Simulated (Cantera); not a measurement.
Input (Python, Cantera) and output of one run.

```python
import numpy as np
import cantera as ct

gas_names = """
    C CN CO CO2 C2 CCN CNC C2N2 C2O C3 C3O2 C4 C4N2 C5 N NCO NO NO2 NO3 N2 N2O O O2 O3 Pb PbO Pb2
""".split()
cond_names = """
    C(gr) Pb(cr) Pb(L) PbO(rd) PbO(yw) PbO(L) PbO2(s) Pb3O4(s)
""".split()


def load(file, names, dense=False):
    # The tables refer to 1 bar. Condensed volumes are neglected.
    table = {s.name: s for s in ct.Species.list_from_file(file)}
    out = []
    for n in names:
        d = dict(table[n].input_data)
        d["thermo"] = dict(d["thermo"], **{"reference-pressure": 1e5})
        if dense:
            d["equation-of-state"] = {"model": "constant-volume", "density": "1e6 g/cm^3"}
        out.append(ct.Species.from_dict(d))
    return out


gas = ct.Solution(thermo="ideal-gas", species=load("nasa_gas.yaml", gas_names))
cond = {s.name: ct.Solution(thermo="fixed-stoichiometry", species=[s], name=s.name)
        for s in load("nasa_condensed.yaml", cond_names, dense=True)}
atoms = {
    'Pb': {'Pb': 1},
    'CO': {'C': 1, 'O': 1},
    'N2': {'N': 2},
}
top_T = {'C(gr)': 4500, 'Pb3O4(s)': 820}  # K; cautious upper limits of use, not melting points


def equilibrate(T, P, feed):
    n = {}
    for name, mol in feed.items():
        for a, k in atoms[name].items():
            n[a] = n.get(a, 0.0) + k * mol
    gas.TPX = T, P, n
    mass = sum(n.values()) * gas.mean_molecular_weight
    gas.equilibrate("TP")
    valid = [c for c in cond.values() if c.min_temp <= T <= top_T.get(c.name, c.max_temp)]
    mix = ct.Mixture([(gas, mass / gas.mean_molecular_weight)] + [(c, 0.0) for c in valid])
    mix.T, mix.P = T, P
    mix.equilibrate("TP", solver="vcs", rtol=1e-11, max_steps=5000)
    return mix


results = []
feed = {'Pb': 1, 'CO': 0.15, 'N2': 0.97}  # mol
T = 850  # K
P = 91000  # Pa
mix = equilibrate(T, P, feed)
results.append((T, P, feed, dict(zip(mix.species_names, mix.species_moles))))
x = sorted(zip(gas.X, gas.species_names), reverse=True)
print(f"T = {T:g} K  P = {P:g} Pa  gas = {mix.phase_moles(0):.4g} mol")
print("   x: " + "  ".join(f"{s} {v:.3e}" for v, s in x if v > 1e-06))
print("   condensed (mol): " + ("  ".join(f"{mix.phase(i).name} {mix.phase_moles(i):.4g}"
      for i in range(1, mix.n_phases) if mix.phase_moles(i) > 1e-12) or "none"))
```

Output:

```
T = 850 K  P = 91000 Pa  gas = 1.071 mol
   x: N2 9.058e-01  CO 4.836e-02  CO2 4.585e-02
   condensed (mol): C(gr) 0.0491  Pb(L) 1
```

Cantera equilibrium calculation (NASA polynomials, part measured and part estimated; ideal gas, pure solids and liquids).
